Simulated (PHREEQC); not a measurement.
A solution holds 0.13 mol/kgw KHSO4, 5.4e-05 mol/kgw NaHF2, 0.001 mol/kgw FeCl2 and 0.067 mol/kgw CuCl2, at 20 °C. It is in equilibrium with CO2 at log p = -2 (atm). Otherwise closed; pH follows from the charge balance.

Computed with PHREEQC (ion-association model, phreeqc.dat).

```json
{
 "pH": "1.27",
 "ionic_strength": "0.367 mol/kgw",
 "activity_of_water": "0.991",
 "specific_conductance": "36200 µS/cm",
 "density": "1.019 g/cm³",
 "total_alkalinity": "-130 meq/kg"
}
```

| species | molality | activity | log γ |
|---|---|---|---|
| Cl- | 0.133 | 0.0892 | -0.172 |
| K+ | 0.123 | 0.0821 | -0.175 |
| H+ | 0.0688 | 0.0534 | -0.110 |
| HSO4- | 0.0611 | 0.0447 | -0.135 |
| Cu+2 | 0.0430 | 0.0119 | -0.559 |
| SO4-2 | 0.0409 | 0.00959 | -0.630 |

No solid was allowed to form. Fluoro complexes past AlF4- and FeF3 are missing from the database.
